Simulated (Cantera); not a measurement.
**Equilibrium for silicon oxide and oxynitride deposition: HMDSO + O₂ + H₂**

Input: 1 mol HMDSO, 0.33 mol O₂, 94 mol H₂, held at 0.133 bar.

Method: chemical equilibrium by Gibbs-energy minimisation in Cantera with the NASA 1993 tables (ideal gas, pure condensed phases). Candidate condensed phases: C, C₆H₆, C₇H₈, C₈H₁₈, H₂O, Si, SiC, SiO₂; 123 gas species. The feed counts by its element totals alone. Mutual solubility and eutectic melting of coexisting phases are not modelled. The tables hold silica as quartz up to 1696 K and as liquid above; real silica turns to tridymite and cristobalite and melts near 1996 K. Kinetics and transport are ignored.

From 1298 K to 1348 K the condensed part is C(graphite) + SiC(s) + SiO₂(β-quartz). From 1398 K to 1898 K the condensed part is C(graphite) + SiC(s). The main Si-bearing gas is SiO throughout.

```
T (K)   x H₂     x CO       x H     x CH₄  n C(graphite)  n SiC(s)  n SiO₂(β-quartz)
-----  -----  -------  --------  --------  -------------  --------  ----------------
1298   0.995  0.00400   2.93e-6   0.00105           4.10      1.38             0.623
1348   0.988   0.0113   6.30e-6  0.000759           2.99      1.76             0.243
1398   0.984   0.0158   1.29e-5  0.000563           2.29      2.00                 0
1448   0.984   0.0158   2.50e-5  0.000430           2.30      2.00                 0
1498   0.984   0.0158   4.67e-5  0.000335           2.31      2.00                 0
1548   0.984   0.0158   8.36e-5  0.000265           2.32      2.00                 0
1598   0.984   0.0158  0.000145  0.000212           2.32      2.00                 0
1648   0.984   0.0158  0.000242  0.000173           2.32      1.99                 0
1698   0.984   0.0158  0.000393  0.000142           2.32      1.99                 0
1748   0.983   0.0158  0.000620  0.000119           2.32      1.99                 0
1798   0.983   0.0158  0.000956   9.98e-5           2.31      1.99                 0
1848   0.982   0.0158   0.00144   8.48e-5           2.30      1.99                 0
1898   0.982   0.0157   0.00212   7.26e-5           2.28      1.99                 0
```
x: gas mole fraction; n: condensed amount in mol.
